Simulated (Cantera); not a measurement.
A closed system holds: 1 mol SiC, 0.08 mol O2, 230 mol N2, at 2000 °C and 1300 Pa.

Method: chemical equilibrium by Gibbs-energy minimisation in Cantera with the NASA 1993 tables (ideal gas, pure condensed phases). Candidate condensed phases: C, Si, SiC, SiO2, Si2N2O, Si3N4; 34 gas species. The tables' values for SiN are old estimates; treat these amounts as uncertain. Equilibrium is a limit: real reactors are often held back by kinetics, nucleation or transport.

Base state: N2 0.995, Si 0.00355, CO 0.000687, SiC2 0.000446, Si2C 0.000126, CN 0.000113, SiN 5.93e-5, C2N2 1.73e-5 (mole fractions); condensed: C(graphite).

Q: What changes in the equilibrium state with this change: temperature from 2000 °C to 1852 °C?

A: 
| species | before | after |
|---|---|---|
| N2 | 0.995 | 0.998 |
| Si | 0.00355 | 0.00113 |
| CO | 0.000687 | 0.000686 |
| SiC2 | 0.000446 | 8.08e-5 |
| CN | 0.000113 | 2.29e-5 |
| C2N2 | 1.73e-5 | 5.48e-6 |
| C(graphite), mol | 0.571 | 0.0973 |
| SiC(s), mol | 0 | 0.688 |

Q: What changes in the equilibrium state with this change: pressure from 1300 Pa to 24000 Pa?

A: 
```tsv
species	before	after
N2	0.995	0.999
CO	0.000687	0.000671
Si	0.00355	0.000603
SiC2	0.000446	3.42e-5
CN	0.000113	1.77e-5
SiO	5.28e-6	2.41e-5
C(graphite), mol	0.571	0
SiC(s), mol	0	0.812
```
